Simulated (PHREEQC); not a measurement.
A solution holds 1.3 mol NaOH and 0.00012 mol H4SiO4 per kg of water, at 25 °C. Closed to the air; pH follows from the charge balance.

All values are PHREEQC results (Pitzer model, pitzer.dat), not measurements.

Problem. The ionic strength comes out as 1.30 mol/kgw. What activity coefficients do OH-, Na+, H3SiO4-, H2SiO4-2 get?

Solution. OH- 0.69, Na+ 0.65, H3SiO4- 0.46, H2SiO4-2 0.031. Single-ion values are on the MacInnes scale.

Precipitation was switched off in this run. Species that the database lacks are ignored. In brines, pH and single-ion activities rest on the MacInnes convention.
